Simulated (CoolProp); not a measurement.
Properties of octamethylcyclotetrasiloxane (D4) along the isotherm 620 K.

The numbers come from the reference Helmholtz-energy equation of state, Thol 2015 in CoolProp.

```
p (MPa)          phase  density (kg/m³)  isothermal compressibility (1/MPa)  expansivity (1/kK)  fugacity coefficient
-------  -------------  ---------------  ----------------------------------  ------------------  --------------------
0.0213             gas            1.231                               47.16               1.642                0.9955
0.0379             gas            2.198                               26.60               1.664                0.9920
0.0674             gas            3.935                               15.05               1.706                0.9858
0.12               gas            7.087                               8.556               1.784                0.9748
0.213              gas            12.85                                   ?               1.934                0.9555
0.379              gas            23.81                               2.894               2.250                0.9214
0.674              gas            45.96                               1.787               3.029                0.8618
1.2                gas            99.37                               1.288               5.944                     ?
2.13     supercritical                ?                              0.9007               21.19                0.5839
3.79     supercritical            503.2                             0.08208               4.803                0.4077
6.74     supercritical            576.0                             0.02798               2.521                0.3131
```

Some entries are withheld; supply them.


- 0.213, isothermal compressibility (1/MPa): 4.929
- 1.2, fugacity coefficient: 0.7586
- 2.13, density (kg/m³): 330.0
